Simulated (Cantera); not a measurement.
Input (Python, Cantera):

```python
import numpy as np
import cantera as ct

gas = ct.Solution("gri30.yaml", transport_model="multicomponent")
show = ['O', 'NH3', 'C2H2']

rows = []
print(f"{'T/K':>7s}{'rho':>11s}{'cp':>10s}{'mu':>11s}{'lambda':>11s}{'Pr':>7s}" + "".join(f"{'D_' + s:>11s}" for s in show))
for T in [400, 650, 900, 1150, 1400, 1650, 1900, 2150]:
    gas.TPX = T, 180000, {'CO': 0.59}
    Pr = gas.cp_mass * gas.viscosity / gas.thermal_conductivity
    D = [gas.mix_diff_coeffs_mole[gas.species_index(s)] for s in show]
    rows.append([gas.density, gas.cp_mass, gas.viscosity, gas.thermal_conductivity, Pr, *D])
    print(f"{T:7g}{gas.density:11.4e}{gas.cp_mass:10.1f}{gas.viscosity:11.4e}"
          f"{gas.thermal_conductivity:11.4e}{Pr:7.3f}" + "".join(f"{d:11.4e}" for d in D))
print("SI units: kg/m3, J/kg/K, Pa s, W/m/K, m2/s")
```

It prints:

```
    T/K        rho        cp         mu     lambda     Pr        D_O      D_NH3     D_C2H2
    400 1.5160e+00    1048.7 2.1957e-05 3.1878e-02  0.722 2.9749e-05 2.1286e-05 1.5666e-05
    650 9.3291e-01    1098.3 3.0695e-05 4.6971e-02  0.718 6.7764e-05 5.1597e-05 3.6544e-05
    900 6.7377e-01    1164.1 3.8082e-05 6.1896e-02  0.716 1.1679e-04 9.1333e-05 6.3570e-05
   1150 5.2729e-01    1211.2 4.4693e-05 7.5693e-02  0.715 1.7561e-04 1.3921e-04 9.6005e-05
   1400 4.3314e-01    1246.1 5.0779e-05 8.8579e-02  0.714 2.4341e-04 1.9442e-04 1.3338e-04
   1650 3.6751e-01    1270.9 5.6478e-05 1.0057e-01  0.714 3.1961e-04 2.5643e-04 1.7537e-04
   1900 3.1915e-01    1288.5 6.1871e-05 1.1180e-01  0.713 4.0374e-04 3.2485e-04 2.2170e-04
   2150 2.8204e-01    1301.3 6.7016e-05 1.2239e-01  0.713 4.9544e-04 3.9938e-04 2.7219e-04
SI units: kg/m3, J/kg/K, Pa s, W/m/K, m2/s
```

Detailed kinetics in Cantera: GRI-Mech 3.0 (53 species, 325 reactions).
